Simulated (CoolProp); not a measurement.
Properties of octamethylcyclotetrasiloxane (D4) along the isotherm 188.05 °C.

Values from CoolProp's reference Helmholtz-energy equation of state, Thol 2015.

```csv
p (MPa),phase,density (kg/m³),cp (kJ/(kg K)),speed of sound (m/s)
0.00639,gas,0.4963,1.706,114.2
0.00938,gas,0.7300,1.707,114.0
0.0138,gas,1.077,1.708,113.7
0.0202,gas,1.583,1.709,113.2
0.0297,gas,2.343,1.711,112.5
0.0435,gas,3.464,1.713,111.5
0.0639,gas,5.162,1.717,109.9
0.0938,gas,7.748,1.724,107.5
0.202,liquid,748.2,2.028,429.4
0.297,liquid,748.8,2.027,431.3
0.435,liquid,749.6,2.026,434.1
0.639,liquid,750.9,2.024,438.0
0.938,liquid,752.6,2.021,443.7
1.38,liquid,755.2,2.018,451.8
2.02,liquid,758.7,2.013,463.1
```
